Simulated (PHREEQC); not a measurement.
Solution (20 °C): 3.9 mmol/kgw KHCO3 and 8.4 mmol/kgw Na2HPO4. Closed to the air; pH follows from the charge balance.

Computed with PHREEQC (ion-association model, phreeqc.dat).

Q: The ionic strength comes out as 0.0287 mol/kgw. What activity coefficients do Na+, HPO4-2, CO3-2, KHPO4-, PO4-3 get?

A: Na+ 0.86, HPO4-2 0.54, CO3-2 0.54, KHPO4- 0.86, PO4-3 0.23.

This is a speciation only: nothing precipitates in the calculation.
